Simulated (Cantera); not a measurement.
Input: 1 mol Cu₂O, 0.42 mol CH₄, 15 mol H₂, 0.0027 mol O₂, at 1 atm.

Equilibrium computed with Cantera from the NASA thermochemical tables; the gas is ideal and each condensed phase is pure. Candidate condensed phases: C, C₆H₆, C₇H₈, C₈H₁₈, Cu, CuO, Cu(OH)₂, Cu₂O, H₂O; 113 gas species. The numbers say what is thermodynamically allowed, not how fast it happens.

Problem. Which condensed phases are stable at each of these points (T (K)): 1200, 1225, 1250, 1275, 1300, 1325, 1350, 1375, 1400?

Solution. 
```tsv
T (K)	condensed phases	Cu condensed (%)
1200	Cu(s)	100.0
1225	Cu(s)	100.0
1250	Cu(s)	100.0
1275	Cu(s)	100.0
1300	Cu(s)	100.0
1325	Cu(s)	100.0
1350	Cu(s)	100.0
1375	Cu(l)	100.0
1400	Cu(l)	100.0
```

From 1200 K to 1350 K the condensed part is Cu(s). From 1375 K to 1400 K the condensed part is Cu(l).
